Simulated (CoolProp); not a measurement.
Model: reference Helmholtz-energy equation of state, Thol 2016, in CoolProp.

Question: For R1234ze(E), give the phase and the cv (kJ/(kg K)), conductivity (mW/(m K)) at 333.3 K and 0.0974 MPa; 333.3 K and 0.844 MPa.

Answer: 
- 333.3 K and 0.0974 MPa: gas; cv 0.859, conductivity 16.7
- 333.3 K and 0.844 MPa: gas; cv 0.896, conductivity 16.7

Thermal conductivity comes from a separate model (Perkins 2011).
